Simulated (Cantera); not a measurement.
**Adiabatic ignition**

An adiabatic, constant-pressure homogeneous reactor starts with 4.79 % CH4, 0.910 % H2, 18.9 % O2, 71.4 % N2, 3.98 % CO2, equivalence ratio 0.53, at 1375 K and 0.410 bar.

Computed with Cantera and GRI-Mech 3.0 (53 species, 325 reactions).

```json
[
 {"t (s)": "8.00e-6", "T (K)": "1375", "x CH4": "0.0479", "x H2": "0.00910", "x O2": "0.189", "x H2O": "5.52e-9", "x O": "1.61e-9", "x OH": "1.96e-9", "x NO": "<1e-12"},
 {"t (s)": "1.72e-5", "T (K)": "1375", "x CH4": "0.0479", "x H2": "0.00910", "x O2": "0.189", "x H2O": "2.11e-8", "x O": "2.23e-9", "x OH": "2.82e-9", "x NO": "<1e-12"},
 {"t (s)": "3.71e-5", "T (K)": "1375", "x CH4": "0.0479", "x H2": "0.00910", "x O2": "0.189", "x H2O": "6.76e-8", "x O": "3.02e-9", "x OH": "3.98e-9", "x NO": "<1e-12"},
 {"t (s)": "8.00e-5", "T (K)": "1375", "x CH4": "0.0479", "x H2": "0.00910", "x O2": "0.189", "x H2O": "2.26e-7", "x O": "4.96e-9", "x OH": "6.90e-9", "x NO": "<1e-12"},
 {"t (s)": "0.000172", "T (K)": "1375", "x CH4": "0.0479", "x H2": "0.00910", "x O2": "0.189", "x H2O": "9.29e-7", "x O": "1.09e-8", "x OH": "1.60e-8", "x NO": "<1e-12"},
 {"t (s)": "0.000371", "T (K)": "1375", "x CH4": "0.0479", "x H2": "0.00910", "x O2": "0.189", "x H2O": "5.45e-6", "x O": "3.81e-8", "x OH": "5.64e-8", "x NO": "<1e-12"},
 {"t (s)": "0.000800", "T (K)": "1375", "x CH4": "0.0478", "x H2": "0.00909", "x O2": "0.189", "x H2O": "6.34e-5", "x O": "2.98e-7", "x OH": "4.44e-7", "x NO": "<1e-12"},
 {"t (s)": "0.00172", "T (K)": "1383", "x CH4": "0.0460", "x H2": "0.00896", "x O2": "0.188", "x H2O": "0.00172", "x O": "3.14e-6", "x OH": "5.94e-6", "x NO": "2.33e-12"},
 {"t (s)": "0.00371", "T (K)": "2211", "x CH4": "<1e-12", "x H2": "0.00271", "x O2": "0.0900", "x H2O": "0.0947", "x O": "0.00609", "x OH": "0.0108", "x NO": "8.77e-5"},
 {"t (s)": "0.00800", "T (K)": "2311", "x CH4": "<1e-12", "x H2": "0.00122", "x O2": "0.0888", "x H2O": "0.0992", "x O": "0.00261", "x OH": "0.00789", "x NO": "0.000405"},
 {"t (s)": "0.0172", "T (K)": "2313", "x CH4": "<1e-12", "x H2": "0.00117", "x O2": "0.0884", "x H2O": "0.0994", "x O": "0.00250", "x OH": "0.00774", "x NO": "0.00100"},
 {"t (s)": "0.0371", "T (K)": "2311", "x CH4": "<1e-12", "x H2": "0.00117", "x O2": "0.0879", "x H2O": "0.0994", "x O": "0.00247", "x OH": "0.00767", "x NO": "0.00220"},
 {"t (s)": "0.0800", "T (K)": "2308", "x CH4": "<1e-12", "x H2": "0.00115", "x O2": "0.0868", "x H2O": "0.0995", "x O": "0.00241", "x OH": "0.00756", "x NO": "0.00433"},
 {"t (s)": "0.172", "T (K)": "2303", "x CH4": "<1e-12", "x H2": "0.00113", "x O2": "0.0854", "x H2O": "0.0996", "x O": "0.00233", "x OH": "0.00741", "x NO": "0.00714"},
 {"t (s)": "0.371", "T (K)": "2300", "x CH4": "<1e-12", "x H2": "0.00112", "x O2": "0.0845", "x H2O": "0.0997", "x O": "0.00227", "x OH": "0.00731", "x NO": "0.00906"},
 {"t (s)": "0.800", "T (K)": "2300", "x CH4": "<1e-12", "x H2": "0.00112", "x O2": "0.0843", "x H2O": "0.0997", "x O": "0.00226", "x OH": "0.00729", "x NO": "0.00944"}
]
```
x: mole fraction; the columns are a selection and need not sum to one.

```
Property                                                            Result
---------------------------------  ---------------------------------------
time of steepest temperature rise                                  2.51 ms
temperature at 0.800 s                                              2300 K
equilibrium temperature                                             2300 K
x(CH4) at 0.800 s                    <1e-12 (gas-phase equilibrium <1e-12)
x(H2) at 0.800 s                   0.00112 (gas-phase equilibrium 0.00112)
x(O2) at 0.800 s                     0.0843 (gas-phase equilibrium 0.0843)
```
